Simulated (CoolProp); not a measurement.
Vapour-liquid equilibrium of n-heptane (1) + o-xylene (2) at 312.6 K; x and y are mole fractions of (1).

The numbers come from the multi-fluid Helmholtz-energy mixture model, Span 2003 and Zhou 2012; pair parameters Bell 2016 in CoolProp.

Question: Give the bubble pressure and the first vapour's composition at x = 0.35, 0.425, 0.875. Is there an azeotrope?

Answer: x = 0.35: 0.06379 bar, y = 0.783; x = 0.425: 0.07083 bar, y = 0.822; x = 0.875: 0.1092 bar, y = 0.968. No azeotrope shows between x = 0.05 and 0.95.

The pair parameters rest on a limited set of measurements; away from them the model extrapolates.
